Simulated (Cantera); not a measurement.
# Equilibrium for boron, boron nitride and boron oxide: B + NH₃ + N₂

A closed system holds: 1 mol B, 4.4 mol NH₃, 0.34 mol N₂, held at 2075 K.

Method: chemical equilibrium by Gibbs-energy minimisation in Cantera with the NASA 1993 tables (ideal gas, pure condensed phases). Candidate condensed phases: B, BN; 15 gas species. The tables' values for BH₂ are old estimates; treat these amounts as uncertain. The numbers say what is thermodynamically allowed, not how fast it happens.

```csv
P (Pa),x H₂,x N₂,x H,x B,x BH₂,x BH,x BN,x NH₃,n B(s),n BN(s)
10,0.549,0.249,0.197,0.00444,0.000389,5.77e-5,2.01e-5,3.61e-10,0.950,0
28,0.613,0.260,0.125,0.00158,0.000434,3.65e-5,1.23e-5,1.22e-9,0.980,0
77,0.654,0.267,0.0776,0.000576,0.000464,2.27e-5,7.49e-6,3.75e-9,0.990,0
220,0.721,0.231,0.0482,0.000167,0.000422,1.16e-5,3.40e-6,1.15e-8,0,0.995
600,0.737,0.233,0.0295,3.68e-5,0.000260,4.30e-6,1.25e-6,3.26e-8,0,0.997
1700,0.748,0.234,0.0177,7.70e-6,0.000156,1.52e-6,4.40e-7,9.48e-8,0,0.999
4600,0.754,0.235,0.0108,1.73e-6,9.56e-5,5.65e-7,1.63e-7,2.60e-7,0,0.999
13000,0.758,0.235,0.00643,3.63e-7,5.71e-5,2.00e-7,5.76e-8,7.41e-7,0,0.999
36000,0.760,0.236,0.00387,7.87e-8,3.44e-5,7.23e-8,2.08e-8,2.06e-6,0,1.000
100000,0.762,0.236,0.00232,1.70e-8,2.07e-5,2.61e-8,7.49e-9,5.75e-6,0,1.000
```
x: gas mole fraction; n: condensed amount in mol.

From 10.0 Pa to 77.0 Pa the condensed part is B(s). From 220 Pa to 100000 Pa the condensed part is BN(s).
